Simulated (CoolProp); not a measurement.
A single-stage vapour-compression cycle with sulfur hexafluoride: evaporating at 250.15 K (dew point), condensing at 275.15 K (bubble point), superheat 2 K, subcooling 5 K, compressor efficiency 0.65, no pressure losses. Each further row changes one setting.

The numbers come from the reference Helmholtz-energy equation of state, Guder 2009 in CoolProp.

```
case                              cooling COP  pressure ratio  discharge temperature (K)  refrigerating effect (kJ/kg)  volumetric capacity (kJ/m³)
--------------------------------  -----------  --------------  -------------------------  ----------------------------  ---------------------------
as stated                                5.64            2.12                      283.4                          80.1                         4040
evaporating temperature 255.15 K            …            1.80                          …                             …                            …
condensing temperature 270.15 K             …               …                      277.4                          85.1                         4290
subcooling 10 K                          6.00            2.12                      283.4                          85.1                         4290
superheat 12 K                              …            2.12                      293.2                          86.7                         4120
compressor efficiency 0.55               4.78            2.12                      286.7                          80.1                         4040
```

### Question
Fill in the missing entries.

### Answer

- evaporating temperature 255.15 K, cooling COP: 7.39
- evaporating temperature 255.15 K, discharge temperature (K): 282.0
- evaporating temperature 255.15 K, refrigerating effect (kJ/kg): 82.1
- evaporating temperature 255.15 K, volumetric capacity (kJ/m³): 4870
- condensing temperature 270.15 K, cooling COP: 7.34
- condensing temperature 270.15 K, pressure ratio: 1.84
- superheat 12 K, cooling COP: 5.72
